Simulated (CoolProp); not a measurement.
R1234yf along the isotherm 374.7 K: Z from the reference equation and from simpler models built on Tc = 367.8 K, pc = 33.84 bar, ω = 0.276; each cubic takes its own stable root.

The numbers come from the reference Helmholtz-energy equation of state, Lemmon 2022 in CoolProp.

```tsv
p (bar)	phase	reference
0.268	gas	0.9974
0.404	gas	0.9960
0.609	gas	0.9940
0.919	gas	0.9910
1.39	gas	0.9863
2.09	gas	0.9793
3.15	gas	0.9687
4.76	gas	0.9521
7.18	gas	0.9266
10.8	gas	0.8866
16.3	gas	0.8207
24.6	gas	0.7038
37.2	supercritical	0.3798
56.1	supercritical	0.2671
84.6	supercritical	0.3620
```

Q: How far does each simpler model (van der Waals, Soave-Redlich-Kwong, Peng-Robinson) lie from the reference over these 15 states: mean and median of the absolute difference, and the worst?

A: 
- van der Waals: mean 6.9 %, median 0.7 %, worst +42.0 % at 374.7 K and 56.1 bar
- Soave-Redlich-Kwong: mean 3.4 %, median 0.2 %, worst +21.7 % at 374.7 K and 56.1 bar
- Peng-Robinson: mean 1.6 %, median 0.4 %, worst +10.3 % at 374.7 K and 56.1 bar
